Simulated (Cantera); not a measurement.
A closed system holds: 1 mol Ca(OH)2, 0.12 mol H2O, equilibrated at 1498 K and 0.133 bar.

Cantera equilibrium calculation (NASA polynomials, part measured and part estimated; ideal gas, pure solids and liquids). Candidate condensed phases: Ca, CaO, Ca(OH)2, H2O; 14 gas species. Rates play no part.

Base state: H2O 0.999, H2 0.000382, O2 0.000174, OH 6.83e-5 (mole fractions); condensed: CaO(s).

### Question
What changes in the equilibrium state with this change: pressure from 0.133 bar to 2.80 mbar?

### Answer
```json
[
 {"species": "H2O", "before": "0.999", "after": "0.998"},
 {"species": "H2", "before": "0.000382", "after": "0.00138"},
 {"species": "O2", "before": "0.000174", "after": "0.000631"},
 {"species": "H", "before": "9.20e-7", "after": "1.21e-5"},
 {"species": "OH", "before": "6.83e-5", "after": "0.000247"},
 {"species": "CaO(s), mol", "before": "1.000", "after": "1.000"}
]
```

### Question
What changes in the equilibrium state with this change: pressure from 0.133 bar to 16.0 Pa?

### Answer
```json
[
 {"species": "H2O", "before": "0.999", "after": "0.994"},
 {"species": "H2", "before": "0.000382", "after": "0.00357"},
 {"species": "O2", "before": "0.000174", "after": "0.00164"},
 {"species": "O", "before": "1.43e-7", "after": "1.26e-5"},
 {"species": "H", "before": "9.20e-7", "after": "8.12e-5"},
 {"species": "CaO(s), mol", "before": "1.000", "after": "1.000"}
]
```
